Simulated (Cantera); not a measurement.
Moist CO burnout

An isothermal, constant-pressure homogeneous reactor starts with 1.07 % CO, 2.36 % O₂, 8.78 % H₂O, 87.8 % N₂, equivalence ratio 0.23, at 1150 K and 0.140 bar.

Model: GRI-Mech 3.0 (53 species, 325 reactions), integrated in Cantera.

| t (s) | x CO | x O₂ | x H₂O | x H | x N₂O |
|---|---|---|---|---|---|
| 1.00e-6 | 0.0107 | 0.0236 | 0.0878 | <1e-12 | <1e-12 |
| 6.77e-6 | 0.0107 | 0.0236 | 0.0878 | <1e-12 | <1e-12 |
| 4.59e-5 | 0.0107 | 0.0236 | 0.0878 | <1e-12 | <1e-12 |
| 0.000311 | 0.0107 | 0.0236 | 0.0878 | 2.39e-11 | <1e-12 |
| 0.00210 | 0.0107 | 0.0236 | 0.0878 | 2.18e-9 | <1e-12 |
| 0.0143 | 0.00600 | 0.0216 | 0.0863 | 0.000812 | 1.13e-8 |
| 0.0965 | 3.30e-5 | 0.0183 | 0.0882 | 3.05e-6 | 3.97e-8 |
| 0.654 | 4.42e-7 | 0.0183 | 0.0883 | 1.52e-8 | 4.45e-8 |
| 4.43 | 1.03e-8 | 0.0183 | 0.0883 | 3.54e-10 | 4.25e-8 |
| 30.0 | 1.50e-9 | 0.0183 | 0.0883 | 2.71e-11 | 2.44e-8 |
x: mole fraction; the columns are a selection and need not sum to one.

Equilibrium at this temperature and pressure: CO 1.09e-9, O₂ 0.0183, H₂O 0.0883, H 1.74e-11, N₂O 1.18e-9 (gas phase only).
